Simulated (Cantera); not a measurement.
Thermodynamics of carbothermic reduction, feed Fe2O3 + CH4 + N2

Input: 1 mol Fe2O3, a varied amount of CH4, 1.8 mol N2, equilibrated at 973 K and 80.0 Pa.

Method: chemical equilibrium by Gibbs-energy minimisation in Cantera with the NASA 1993 tables (ideal gas, pure condensed phases). Candidate condensed phases: C, C6H6, C7H8, C8H18, Fe, Fe(CO)5, FeO, Fe(OH)2, Fe(OH)3, Fe2O3, Fe3O4, H2O; 140 gas species. The tables' stoichiometric FeO is somewhat more stable than real wüstite, so its field is too wide. FeO: taken at fixed stoichiometry. Condensed phases not in the tables: cementite and carbon dissolved in iron. Rates play no part.

From 0.48 mol CH4 to 0.58 mol CH4 the condensed part is FeO(s). From 0.71 mol CH4 to 1.8 mol CH4 the condensed part is Fe(α) + FeO(s). From 2.2 mol CH4 to 2.7 mol CH4 the condensed part is Fe(α). From 3.2 mol CH4 to 4.7 mol CH4 the condensed part is C(graphite) + Fe(α).

| n(CH4) (mol) | log p H2 | log p N2 | log p CO | log p H2O | log p CO2 | n FeO(s) | n Fe(α) | n C(graphite) |
|---|---|---|---|---|---|---|---|---|
| 0.48 | -3.80 | -3.35 | -4.17 | -4.11 | -4.29 | 2.00 | 0 | 0 |
| 0.58 | -3.68 | -3.39 | -4.04 | -4.26 | -4.40 | 2.00 | 0 | 0 |
| 0.71 | -3.61 | -3.44 | -3.94 | -4.38 | -4.51 | 1.94 | 0.0632 | 0 |
| 0.85 | -3.57 | -3.48 | -3.91 | -4.35 | -4.48 | 1.73 | 0.273 | 0 |
| 1 | -3.54 | -3.52 | -3.88 | -4.32 | -4.45 | 1.50 | 0.497 | 0 |
| 1.2 | -3.52 | -3.57 | -3.85 | -4.29 | -4.42 | 1.20 | 0.797 | 0 |
| 1.5 | -3.49 | -3.64 | -3.82 | -4.26 | -4.39 | 0.754 | 1.25 | 0 |
| 1.8 | -3.46 | -3.70 | -3.80 | -4.24 | -4.37 | 0.305 | 1.70 | 0 |
| 2.2 | -3.43 | -3.77 | -3.75 | -4.36 | -4.48 | 0 | 2.00 | 0 |
| 2.7 | -3.37 | -3.84 | -3.68 | -4.87 | -4.97 | 0 | 2.00 | 0 |
| 3.2 | -3.34 | -3.89 | -3.67 | -7.22 | -7.34 | 0 | 2.00 | 0.201 |
| 3.9 | -3.31 | -3.94 | -3.72 | -7.23 | -7.44 | 0 | 2.00 | 0.901 |
| 4.7 | -3.28 | -3.99 | -3.77 | -7.25 | -7.54 | 0 | 2.00 | 1.70 |
log p: log10 of the partial pressure in bar; n: condensed amount in mol.
